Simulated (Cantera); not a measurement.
Charge: 1 mol V, 1 mol N2, 30 mol H2, at 2700 K and 1330 Pa.

Cantera equilibrium calculation (NASA polynomials, part measured and part estimated; ideal gas, pure solids and liquids). Candidate condensed phases: V, VN; 11 gas species. Rates play no part.

Base state: H2 0.576, H 0.373, V 0.0254, N2 0.0254 (mole fractions); condensed: gas only.

Task: What changes in the equilibrium state with this change: temperature from 2700 K to 1023 K?

Result: 
```
species     before    after
----------  ------  -------
H2           0.576    0.984
N2          0.0254   0.0164
H            0.373  3.56e-8
V           0.0254    <1e-9
VN(s), mol       0     1.00
```
VN: taken at fixed stoichiometry. Condensed phases not in the tables: V2N.

Task: What changes in the equilibrium state with this change: temperature from 2700 K to 1550 K?

Result: 
```
species     before     after
----------  ------  --------
H2           0.576     0.983
N2          0.0254    0.0164
H            0.373  0.000270
V           0.0254   1.97e-9
VN(s), mol       0      1.00
```
VN: taken at fixed stoichiometry. Condensed phases not in the tables: V2N.
